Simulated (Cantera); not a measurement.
Charge: 1 mol Ti(OiPr)4, 0.32 mol C3H8, a varied amount of H2, equilibrated at 0.0440 bar.

Cantera equilibrium calculation (NASA polynomials, part measured and part estimated; ideal gas, pure solids and liquids). Candidate condensed phases: C, C6H6, C7H8, C8H18, H2O, Ti, TiC, TiO, TiO2, Ti2O3, Ti3O5, Ti4O7; 113 gas species. The feed counts by its element totals alone. Mutual solubility and eutectic melting of coexisting phases are not modelled. TiC: taken at fixed stoichiometry. The numbers say what is thermodynamically allowed, not how fast it happens.

Task: What condenses at these points (T in K, n(H2) in mol): (1273, 5.3); (1573, 8.7); (1198, 8.7); (1423, 23); (2023, 63); (2173, 170)?

Result: 
| T (K) | n(H2) in mol | condensed phases | Ti condensed (%) |
|---|---|---|---|
| 1273 | 5.3 | C + TiC + Ti3O5 | 100.0 |
| 1573 | 8.7 | C + TiC | 100.0 |
| 1198 | 8.7 | C + Ti3O5 | 100.0 |
| 1423 | 23 | C + TiC | 100.0 |
| 2023 | 63 | C + TiC | 100.0 |
| 2173 | 170 | C + TiC | 100.0 |
